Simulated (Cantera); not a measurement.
An adiabatic, constant-pressure homogeneous reactor starts with CH₄ : H₂ : O₂ : N₂ = 1 : 0.18 : 1.61 : 6.04 (molar parts), equivalence ratio 1.3, at 1075 K and 4.93 atm.

Detailed kinetics in Cantera: GRI-Mech 3.0 (53 species, 325 reactions).

One state of this run: T (K) = 1092; x CH₄ = 0.111; x H₂ = 0.0200; x O₂ = 0.180; x CO₂ = 1.96e-6; x HO₂ = 2.45e-5; x C₂H = <1e-12. x: mole fraction; the columns are a selection and need not sum to one.

Problem. Which value of t (s) does it belong to?
(A) 0.0123
(B) 0.00433
(C) 0.00152
(D) 0.100

Solution. B, 0.00433
